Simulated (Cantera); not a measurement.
Feed: 1 mol Si, 2.3 mol CO, at 502 °C and 0.320 bar.

Equilibrium computed with Cantera from the NASA thermochemical tables; the gas is ideal and each condensed phase is pure. Candidate condensed phases: C, Si, SiC, SiO2; 20 gas species. Equilibrium is a limit: real reactors are often held back by kinetics, nucleation or transport.

Base state: CO2 0.890, CO 0.110 (mole fractions); condensed: C(graphite) + SiO2(α-quartz).

Q: What changes in the equilibrium state with this change: temperature from 502 °C to 752 °C?

A: 
```tsv
species	before	after
CO	0.110	0.909
CO2	0.890	0.0910
C(graphite), mol	2.14	2.03
SiO2(α-quartz), mol	1.00	0
SiO2(β-quartz), mol	0	1.00
```

Q: What changes in the equilibrium state with this change: 0.047 mol H2 added?

A: 
```csv
species,before,after
CO2,0.890,0.666
H2O,0,0.135
H2,0,0.0976
CO,0.110,0.0956
CH4,0,0.00623
"C(graphite), mol",2.14,2.15
"SiO2(α-quartz), mol",1.00,1.00
```
Further candidate phases: C6H6, C7H8, C8H18, H2O.
